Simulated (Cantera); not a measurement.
A freely propagating, adiabatic, planar premixed flame of H₂ : O₂ : N₂ = 1 : 0.179 : 0.671 (molar parts), equivalence ratio 2.8, unburnt at 550 K and 500000 Pa; mixture-averaged transport, grid criteria slope 0.08 and curve 0.16, no radiation.

Cantera simulation using the H2/O2 subset of GRI-Mech 3.0, which has no nitrogen chemistry; the numbers are that mechanism's predictions, not measurements. The hydrogen kinetics of GRI-Mech 3.0 are dated; newer H2 mechanisms differ, most at raised pressure. Burning velocities carry a grid error of a few per cent, more on coarse grids.

**Question.** What does this change do: 0.028 parts H2O added?

**Answer.** 
| quantity | before | after |
|---|---|---|
| laminar burning velocity | 649 cm/s | 615 cm/s |
| thermal thickness | 0.0607 mm | 0.0601 mm |
| peak x(H₂O₂) | 4.66e-5 | 5.18e-5 |
| peak x(OH) | 0.00151 | 0.00145 |
| peak x(H) | 0.0409 | 0.0376 |
